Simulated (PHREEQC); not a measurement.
**Leach liquor**

Consider water at 25 °C and 300 atm with 0.0043 mol H2SO4, 0.00041 mol FeSO4 and 4.9e-05 mol MgSO4 per kg of water. Closed to the air; pH follows from the charge balance.

The numbers come from PHREEQC with the Pitzer model, pitzer.dat.

Precipitation was switched off in this run.

### Question
Estimate the pH, ionic strength.

### Answer
pH 2.18; ionic strength 0.0124 mol/kgw.

### Question
In which forms is S present?

### Answer
SO4-2 75 %, HSO4- 25 % of the S.

Under pressure, the constants of complexes without a molar volume in the database are unreliable.
